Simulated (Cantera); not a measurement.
Charge: 1 mol Cu, 0.43 mol F2, 2.3 mol N2, equilibrated at 0.670 bar.

Equilibrium computed with Cantera from the NASA thermochemical tables; the gas is ideal and each condensed phase is pure. Candidate condensed phases: Cu, CuF2; 11 gas species. Mutual solubility and eutectic melting of coexisting phases are not modelled. Rates play no part.

What share of the Cu ends up in condensed phases as a function of T (K), at 900, 975, 1050, 1125, 1200, 1275, 1350?


```tsv
T (K)	Cu condensed (%)	as
900	100.0	Cu(s) + CuF2(s)
975	100.0	Cu(s) + CuF2(s)
1050	100.0	Cu(s) + CuF2(s)
1125	99.8	Cu(s) + CuF2(l)
1200	99.2	Cu(s) + CuF2(l)
1275	97.2	Cu(s) + CuF2(l)
1350	91.9	Cu(s) + CuF2(l)
```
